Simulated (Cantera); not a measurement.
Equilibrium for carbon deposition, reforming and gasification: C3H6 + NH3 + H2

A closed system holds: 1 mol C3H6, 0.44 mol NH3, 0.42 mol H2, at 1627 °C and 3100000 Pa.

Cantera equilibrium calculation (NASA polynomials, part measured and part estimated; ideal gas, pure solids and liquids). Candidate condensed phases: C, C6H6, C7H8, C8H18; 92 gas species. The ideal-gas law is rough above about 30 bar. Equilibrium is a limit: real reactors are often held back by kinetics, nucleation or transport.

The x(H2) is 0.931 and the x(N2) is 0.0508. The x(CH4) comes out as 0.0151 and the x(HCN) is 0.00212. The x(C2H2 (acetylene)) is 0.000356. The x(NH3) is 0.000150 and the x(H) comes out as 0.000138. The x(C2H4) comes out as 0.000125, the x(HNC) is 9.94e-5 and the n(C(graphite)) comes out as 2.92 mol. The gas amount is 4.235 mol.
